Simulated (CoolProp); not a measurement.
Properties of methane along the isotherm 347.8 K (Tc = 190.6 K, pc = 45.99 bar, ω = 0.011).

Model: reference Helmholtz-energy equation of state, Setzmann 1991, in CoolProp.

| p (bar) | phase | Z | viscosity (µPa s) | conductivity (mW/(m K)) |
|---|---|---|---|---|
| 46 | supercritical | … | 13.4 | … |
| 92 | supercritical | 0.9317 | 14.5 | 48.1 |
| 138 | supercritical | 0.9163 | 15.8 | 52.8 |
| 184 | supercritical | 0.9165 | 17.4 | … |
| 230 | supercritical | 0.9315 | 19.1 | … |
| 276 | supercritical | … | 21.0 | 69.0 |
| 322 | supercritical | 0.9952 | … | 73.9 |
| 368 | supercritical | 1.038 | 24.7 | 78.5 |
| 414 | supercritical | … | … | 82.8 |
| 460 | supercritical | 1.135 | 28.3 | 86.9 |

Problem. Some entries are withheld; supply them.

Solution. 
- 46, Z: 0.9607
- 46, conductivity (mW/(m K)): 44.3
- 184, conductivity (mW/(m K)): 58.2
- 230, conductivity (mW/(m K)): 63.7
- 276, Z: 0.9588
- 322, viscosity (µPa s): 22.9
- 414, Z: 1.085
- 414, viscosity (µPa s): 26.6

Viscosity comes from a separate model (Quiñones-Cisneros 2006). Thermal conductivity comes from a separate model (Friend 1989).
